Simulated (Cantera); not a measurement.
## Equilibrium for calcination and drying: LiOH + H2O + O2

Feed: 1 mol LiOH, 0.33 mol H2O, 2.1 mol O2, held at 1377 °C.

These are equilibrium values from Cantera (NASA tables, ideal gas, pure condensed phases), not measurements of a reactor. Candidate condensed phases: H2O, Li, LiH, LiOH, Li2O; 17 gas species. Mutual solubility and eutectic melting of coexisting phases are not modelled. Kinetics and transport are ignored.

| P (Pa) | x O2 | x LiOH | x H2O | x Li | x OH | x Li2O | x O | n Li2O(s) | n LiOH(l) |
|---|---|---|---|---|---|---|---|---|---|
| 10 | 0.607 | 0.273 | 0.101 | 0.0107 | 0.00336 | 0.00230 | 0.00202 | 0 | 0 |
| 36 | 0.609 | 0.281 | 0.0993 | 0.00425 | 0.00242 | 0.00248 | 0.00107 | 0 | 0 |
| 130 | 0.611 | 0.284 | 0.0986 | 0.00165 | 0.00175 | 0.00255 | 0.000561 | 0 | 0 |
| 460 | 0.611 | 0.285 | 0.0985 | 0.000641 | 0.00128 | 0.00258 | 0.000299 | 0 | 0 |
| 1700 | 0.616 | 0.275 | 0.105 | 0.000224 | 0.000953 | 0.00225 | 0.000156 | 0.0218 | 0 |
| 6000 | 0.650 | 0.183 | 0.165 | 4.57e-5 | 0.000882 | 0.000636 | 8.52e-5 | 0.201 | 0 |
| 22000 | 0.677 | 0.109 | 0.213 | 8.92e-6 | 0.000732 | 0.000174 | 4.54e-5 | 0.329 | 0 |
| 77000 | 0.694 | 0.0620 | 0.243 | 1.85e-6 | 0.000575 | 4.96e-5 | 2.46e-5 | 0.404 | 0 |
| 280000 | 0.704 | 0.0337 | 0.261 | 3.67e-7 | 0.000433 | 1.36e-5 | 1.30e-5 | 0.448 | 0 |
| 1000000 | 0.764 | 0.0163 | 0.219 | 7.33e-8 | 0.000294 | 3.82e-6 | 7.16e-6 | 0.271 | 0.411 |
x: gas mole fraction; n: condensed amount in mol.

From 10.0 Pa to 460 Pa nothing is condensed. From 1700 Pa to 280000 Pa the condensed part is Li2O(s). At 1000000 Pa the condensed part is LiOH(l) + Li2O(s). The main Li-bearing gas is LiOH throughout.
